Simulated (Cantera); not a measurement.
Charge: 1 mol CF4, 0.023 mol Si, 0.11 mol H2, equilibrated at 0.00160 bar.

Cantera equilibrium calculation (NASA polynomials, part measured and part estimated; ideal gas, pure solids and liquids). Candidate condensed phases: C, C6H6, C7H8, C8H18, Si, SiC; 113 gas species. Gases not in the tables: C2F6 and larger saturated fluorocarbons. The numbers say what is thermodynamically allowed, not how fast it happens. All values below are at 800 °C.

Base state: CF4 0.791, HF 0.189, SiF4 0.0197 (mole fractions); condensed: C(graphite).

Problem. What changes in the equilibrium state with this change: Si from 0.023 to 1.8 mol?

Solution. 
```csv
species,before,after
SiF4,0.0197,0.899
H2,<1e-9,0.0983
SiF3,<1e-9,0.00131
CF4,0.791,<1e-9
HF,0.189,0.000575
SiHF3,<1e-9,0.00101
"C(graphite), mol",0.0780,0.200
"SiC(s), mol",0,0.800
```
The tables' values for SiF3 are old estimates; treat these amounts as uncertain.
